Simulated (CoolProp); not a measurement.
Aqueous propylene glycol as a coolant, at 38 °C, 1 atm.

Model: Melinder's fits for secondary coolants, in CoolProp.

```tsv
mass %	freezing point (°C)	viscosity (mPa s)	cp (kJ/(kg K))	conductivity (W/(m K))	density (kg/m³)
4.6	-1.1	0.787	4.140	0.599	996.5
10.3	-3.0	0.930	4.096	0.565	1000
16	-5.3	1.09	4.051	0.532	1004
21.7	-8.0	1.29	3.998	0.501	1009
27.4	-11.2	1.53	3.937	0.472	1013
33.2	-15.0	1.84	3.863	0.443	1017
38.9	-19.6	2.20	3.781	0.417	1021
44.6	-25.3	2.63	3.691	0.392	1024
```
